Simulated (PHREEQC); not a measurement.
Model water analysis in mg/L, 25 °C, pH 6.79, pe 10: Na 5.33; K 0.257; Ca 10.5; Mg 2.63; Cl 10.5; S(6) as SO4 14.1; Alkalinity as HCO3 22.1; N(5) as NO3 0.388.

Valence states are taken as typed.

All values are PHREEQC results (ion-association model, phreeqc.dat), not measurements.

Precipitation was switched off in this run.

What specific conductance, charge-balance error does the model give?

specific conductance 110 µS/cm; charge-balance error 1.1 %.

In which forms is Ca present?

Ca+2 98 %, CaSO4 1.7 % of the Ca.
